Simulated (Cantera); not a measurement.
Feed: 1 mol PbO, 0.14 mol O2, 1.6 mol N2, equilibrated at 4.43 Torr.

Cantera equilibrium calculation (NASA polynomials, part measured and part estimated; ideal gas, pure solids and liquids). Candidate condensed phases: Pb, PbO, PbO2, Pb3O4; 12 gas species. Rates play no part.

Task: Which condensed phases are stable at each of these points (T (°C)): 177, 227, 277, 327, 377, 427, 477, 527, 577, 627, 677, 727, 777, 827?

Result: 
```
T (°C)     condensed phases  Pb condensed (%)
------  -------------------  ----------------
177     PbO(red) + Pb3O4(s)             100.0
227     PbO(red) + Pb3O4(s)             100.0
277                PbO(red)             100.0
327                PbO(red)             100.0
377                PbO(red)             100.0
427                PbO(red)             100.0
477                PbO(red)             100.0
527             PbO(yellow)             100.0
577             PbO(yellow)             100.0
627             PbO(yellow)             100.0
677             PbO(yellow)             100.0
727             PbO(yellow)             100.0
777             PbO(yellow)             100.0
827             PbO(yellow)              99.8
```

From 177 °C to 227 °C the condensed part is PbO(red) + Pb3O4(s). From 277 °C to 477 °C the condensed part is PbO(red). From 527 °C to 827 °C the condensed part is PbO(yellow).
